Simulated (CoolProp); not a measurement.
A Linde-Hampson liquefier for oxygen: isothermal reversible compression at 280 K from 1 atm to 25 MPa, throttling to 1 atm, return gas leaving the recuperator 10 K below the feed. Each further row changes one setting.

The numbers come from the reference Helmholtz-energy equation of state, Schmidt 1985 in CoolProp.

```csv
case,liquid yield per pass,compression work (kJ/kg of gas)
as stated,?,390
high pressure 50 MPa,0.173,?
warm-end temperature 310 K,?,?
warm-end gap 15 K,0.118,390
```

**Question.** What belongs in the gaps?

**Answer.** 
- as stated, liquid yield per pass: 0.129
- high pressure 50 MPa, compression work (kJ/kg of gas): 441
- warm-end temperature 310 K, liquid yield per pass: 0.092
- warm-end temperature 310 K, compression work (kJ/kg of gas): 437

Above 300 K oxygen's equation is extrapolated.
